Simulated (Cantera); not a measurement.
Input: 1 mol Fe2O3, a varied amount of C, 1.1 mol CO, at 1477 °C and 16.0 mbar.

Cantera equilibrium calculation (NASA polynomials, part measured and part estimated; ideal gas, pure solids and liquids). Candidate condensed phases: C, Fe, Fe(CO)5, FeO, Fe2O3, Fe3O4; 15 gas species. Iron dissolves carbon and melts from about 1420 K in contact with it, which pure phases cannot show. Mutual solubility and eutectic melting of coexisting phases are not modelled. The tables' stoichiometric FeO is somewhat more stable than real wüstite, so its field is too wide. FeO: taken at fixed stoichiometry. Condensed phases not in the tables: cementite and carbon dissolved in iron. Kinetics and transport are ignored.

x: gas mole fraction; n: condensed amount in mol.

```
n(C) (mol)   x CO    x CO2      x Fe     x FeO  n FeO(l)  n Fe(δ)  n C(graphite)
----------  -----  -------  --------  --------  --------  -------  -------------
0.43        0.627    0.373  0.000187   4.03e-6      2.00        0              0
0.85        0.886    0.113  0.000871   4.03e-6      1.93   0.0691              0
1.3         0.886    0.113  0.000871   4.03e-6      1.43    0.570              0
1.7         0.886    0.113  0.000871   4.03e-6     0.983     1.01              0
2.1         0.886    0.113  0.000871   4.03e-6         ?        ?              0
2.5         0.886    0.113  0.000871   4.03e-6    0.0924     1.90              0
3           0.999  1.62e-6  0.000871  5.13e-11         0     2.00              0
3.4         0.999  1.62e-6  0.000871  5.13e-11         0     2.00              ?
3.8         0.999  1.62e-6  0.000871  5.13e-11         0     2.00          0.800
4.2         0.999  1.62e-6  0.000871  5.13e-11         0     2.00           1.20
4.6         0.999  1.62e-6  0.000871  5.13e-11         0     2.00           1.60
5.1         0.999  1.62e-6  0.000871  5.13e-11         0     2.00           2.10
```

Task: Fill in the missing entries.

Result: 
- 3.4, n C(graphite): 0.400
- 2.1, n FeO(l): 0.538
- 2.1, n Fe(δ): 1.46
